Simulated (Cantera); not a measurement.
What does this Cantera script print?

```python
import numpy as np
import cantera as ct

gas_names = [...]  # 45 gases of nasa_gas.yaml made of Al, Cl, H, N, O
cond_names = """
    AL(cr) AL(L) ALCL3(s) ALCL3(L) ALN(s) AL2O3(a) AL2O3(L) H2O(s) H2O(L) NH4CL(a) NH4CL(b)
""".split()


# ... load() reads the species with a 1 bar reference pressure and builds the phases ...
atoms = {
    'AlCl3': {'AL': 1, 'CL': 3},
    'N2O': {'N': 2, 'O': 1},
    'H2': {'H': 2},
}
top_T = {'ALN(s)': 2750}  # K; cautious upper limits of use, not melting points


# ... equilibrate(T, P, feed) seeds the gas with the atoms and calls Mixture.equilibrate('TP', solver="vcs", rtol=1e-11, max_steps=5000) ...
results = []
feed = {'AlCl3': 1, 'N2O': 1.6, 'H2': 530}  # mol
P = 13332.2  # Pa
for T in [1200, 1300, 1400, 1500, 1600, 1700, 1800, 1900, 2000, 2100]:
    mix = equilibrate(T, P, feed)
    results.append((T, P, feed, dict(zip(mix.species_names, mix.species_moles))))

top = {s: max(r[3][s] / sum(r[3][g] for g in gas_names) for r in results) for s in gas_names}
cols = sorted((s for s in top if top[s] > 1e-06), key=lambda s: -top[s])[:5]
seen = [c for c in cond_names if any(r[3].get(c, 0) > 1e-12 for r in results)]
print("log10 of partial pressures in bar; condensed amounts in mol")
print(f"{'T/K':>10s}" + "".join(f"{s[:9]:>10s}" for s in cols + seen))
for T, P, feed, n in results:
    ng = sum(n[g] for g in gas_names)
    print(f"{T:10.4g}" + "".join(f"{np.log10(max(n[s] / ng * P / 1e5, 1e-99)):10.3f}" for s in cols)
          + "".join(f"{n.get(c, 0):10.4g}" for c in seen))
```

Result:

```
log10 of partial pressures in bar; condensed amounts in mol
       T/K        H2         H       HCL        N2       H2O  AL2O3(a)
      1200    -0.879    -7.144    -3.125    -3.398    -4.602       0.5
      1300    -0.879    -6.396    -3.125    -3.398    -4.602       0.5
      1400    -0.879    -5.752    -3.125    -3.398    -4.602       0.5
      1500    -0.879    -5.194    -3.125    -3.398    -4.600    0.4998
      1600    -0.879    -4.704    -3.125    -3.398    -4.583    0.4985
      1700    -0.879    -4.271    -3.128    -3.398    -4.497    0.4909
      1800    -0.879    -3.886    -3.135    -3.398    -4.315    0.4687
      1900    -0.880    -3.540    -3.148    -3.398    -4.091    0.4247
      2000    -0.881    -3.229    -3.172    -3.399    -3.865    0.3497
      2100    -0.883    -2.948    -3.209    -3.400    -3.653    0.2306
```

These are equilibrium values from Cantera (NASA tables, ideal gas, pure condensed phases), not measurements of a reactor. The tables' values for AlOH are old estimates; treat these amounts as uncertain.
